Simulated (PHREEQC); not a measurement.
## Spent oxide etchant: an equilibrium model

Consider water at 25 °C with 48 mmol/kgw HF, 0.32 mmol/kgw H2SiF6 and 4 mmol/kgw H3AsO4. Closed to the air; pH follows from the charge balance.

All values are PHREEQC results (ion-association model, wateq4f.dat), not measurements.

Each row changes one thing in this solution. This is a speciation only: nothing precipitates in the calculation.

```json
[
 {"case": "as made", "pH": "2.19", "ionic strength (mol/kgw)": "0.00739", "HF (mol/kgw)": "0.0360", "F- (mol/kgw)": "0.00404", "H2F2 (mol/kgw)": "0.00339", "H3AsO4 (mol/kgw)": "0.00217", "SI of Quartz (SiO2)": "-6.51"},
 {"case": "H3AsO4 replaced by Na2HAsO4 at the same molality", "pH": "2.48", "ionic strength (mol/kgw)": "0.0119", "HF (mol/kgw)": "0.0329", "F- (mol/kgw)": "0.00749", "H2F2 (mol/kgw)": "0.00283", "H3AsO4 (mol/kgw)": "0.00148", "SI of Quartz (SiO2)": "-6.90"},
 {"case": "HF left out", "pH": "2.54", "ionic strength (mol/kgw)": "0.00305", "HF (mol/kgw)": "0.00135", "F- (mol/kgw)": "0.000336", "H2F2 (mol/kgw)": "4.77e-6", "H3AsO4 (mol/kgw)": "0.00139", "SI of Quartz (SiO2)": "+0.43"},
 {"case": "diluted 10-fold with water", "pH": "2.77", "ionic strength (mol/kgw)": "0.00179", "HF (mol/kgw)": "0.00333", "F- (mol/kgw)": "0.00138", "H2F2 (mol/kgw)": "2.89e-5", "H3AsO4 (mol/kgw)": "9.72e-5", "SI of Quartz (SiO2)": "-2.41"},
 {"case": "H2SiF6 from 0.00032 to 0.00064 mol/kgw", "pH": "2.16", "ionic strength (mol/kgw)": "0.00811", "HF (mol/kgw)": "0.0362", "F- (mol/kgw)": "0.00387", "H2F2 (mol/kgw)": "0.00342", "H3AsO4 (mol/kgw)": "0.00222", "SI of Quartz (SiO2)": "-6.18"}
]
```

Some of these states are supersaturated (in Quartz (slow to form), for instance). wateq4f.dat counts part of the HF as a dimer, H2F2, which phreeqc.dat doesn't know; its constant is uncertain. SiF6-2 is the database's only silicon fluoride.
